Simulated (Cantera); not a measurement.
What does this Cantera script print?

```python
import numpy as np
import cantera as ct

gas_names = """
    CL CL2 N N2 Si SiCL SiCL2 SiCL3 SiCL4 SiN Si2 Si2N Si3
""".split()
cond_names = """
    Si(cr) Si(L) Si3N4(a)
""".split()


# ... load() reads the species with a 1 bar reference pressure and builds the phases ...
atoms = {
    'Si2Cl6': {'Si': 2, 'CL': 6},
    'Cl2': {'CL': 2},
    'N2': {'N': 2},
}
top_T = {'Si3N4(a)': 2400}  # K; cautious upper limits of use, not melting points


# ... equilibrate(T, P, feed) seeds the gas with the atoms and calls Mixture.equilibrate('TP', solver="vcs", rtol=1e-11, max_steps=5000) ...
results = []
feed = {'Si2Cl6': 1, 'Cl2': 0.16, 'N2': 19}  # mol
T = 1298  # K
P = 13332.2  # Pa
mix = equilibrate(T, P, feed)
results.append((T, P, feed, dict(zip(mix.species_names, mix.species_moles))))
x = sorted(zip(gas.X, gas.species_names), reverse=True)
print(f"T = {T:g} K  P = {P:g} Pa  gas = {mix.phase_moles(0):.4g} mol")
print("   x: " + "  ".join(f"{s} {v:.3e}" for v, s in x if v > 1e-05))
print("   condensed (mol): " + ("  ".join(f"{mix.phase(i).name} {mix.phase_moles(i):.4g}"
      for i in range(1, mix.n_phases) if mix.phase_moles(i) > 1e-12) or "none"))
```

It prints:

```
T = 1298 K  P = 13332.2 Pa  gas = 20.34 mol
   x: N2 9.212e-01  SiCL4 7.513e-02  SiCL3 2.955e-03  SiCL2 6.949e-04
   condensed (mol): Si3N4(a) 0.1326
```

These are equilibrium values from Cantera (NASA tables, ideal gas, pure condensed phases), not measurements of a reactor. The feed counts by its element totals alone. N2 is the only nitrogen source here; it is nearly inert below about 1500 K, so the nitride shown seldom forms there in practice. The tables' values for SiCl3 are old estimates; treat these amounts as uncertain.
